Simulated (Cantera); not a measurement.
Input (Python, Cantera) and output of one run.

```python
import numpy as np
import cantera as ct

gas_names = [...]  # 110 gases of nasa_gas.yaml made of C, H, O
cond_names = """
    C(gr) C6H6(L) C7H8(L) C8H18(L),n-octa H2O(s) H2O(L)
""".split()


# ... load() reads the species with a 1 bar reference pressure and builds the phases ...
atoms = {
    'CO2': {'C': 1, 'O': 2},
    'H2': {'H': 2},
    'O2': {'O': 2},
}
top_T = {'C(gr)': 4500}  # K; cautious upper limits of use, not melting points


# ... equilibrate(T, P, feed) seeds the gas with the atoms and calls Mixture.equilibrate('TP', solver="vcs", rtol=1e-11, max_steps=5000) ...
results = []
feed = {'CO2': 1, 'H2': 7.4, 'O2': 0.71}  # mol
T = 2998.15  # K
P = 290  # Pa
mix = equilibrate(T, P, feed)
results.append((T, P, feed, dict(zip(mix.species_names, mix.species_moles))))
x = sorted(zip(gas.X, gas.species_names), reverse=True)
print(f"T = {T:g} K  P = {P:g} Pa  gas = {mix.phase_moles(0):.4g} mol")
print("   x: " + "  ".join(f"{s} {v:.3e}" for v, s in x if v > 0.0001))
print("   condensed (mol): " + ("  ".join(f"{mix.phase(i).name} {mix.phase_moles(i):.4g}"
      for i in range(1, mix.n_phases) if mix.phase_moles(i) > 1e-12) or "none"))
```

Result:

```
T = 2998.15 K  P = 290 Pa  gas = 16.68 mol
   x: H 7.351e-01  O 1.174e-01  H2 6.357e-02  CO 5.941e-02  OH 1.656e-02  H2O 4.318e-03  O2 3.156e-03  CO2 5.453e-04
   condensed (mol): none
```

These are equilibrium values from Cantera (NASA tables, ideal gas, pure condensed phases), not measurements of a reactor.
